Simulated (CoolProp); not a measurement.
Chloromethane (R40) along the isobar 14.5 MPa: Z from the reference equation and from simpler models built on Tc = 145.5 °C, pc = 6.929 MPa, ω = 0.150; each cubic takes its own stable root.

Values from CoolProp's reference Helmholtz-energy equation of state, Thol 2014.

| T (°C) | phase | reference | van der Waals | Redlich-Kwong |
|---|---|---|---|---|
| -11.75 | liquid | [?] | 0.5289 | 0.3671 |
| 9.95 | liquid | [?] | [?] | 0.3522 |
| 31.65 | liquid | 0.3113 | 0.4814 | 0.3416 |
| 53.35 | liquid | [?] | 0.4651 | 0.3349 |
| 75.05 | liquid | 0.2995 | 0.4530 | 0.3321 |
| 96.75 | liquid | 0.2986 | 0.4452 | 0.3338 |
| 118.45 | liquid | [?] | 0.4416 | 0.3409 |
| 140.15 | liquid | 0.3123 | 0.4431 | 0.3555 |
| 161.75 | supercritical | 0.3344 | 0.4508 | 0.3812 |
| 183.45 | supercritical | 0.3816 | 0.4668 | 0.4247 |
| 205.15 | supercritical | 0.4651 | [?] | [?] |
| 226.85 | supercritical | 0.5588 | 0.5363 | 0.5674 |

Problem. Fill in the missing entries.

Solution. 
- -11.75, reference: 0.3361
- 9.95, reference: 0.3220
- 9.95, van der Waals: 0.5025
- 53.35, reference: 0.3038
- 118.45, reference: 0.3021
- 205.15, van der Waals: 0.4945
- 205.15, Redlich-Kwong: 0.4907
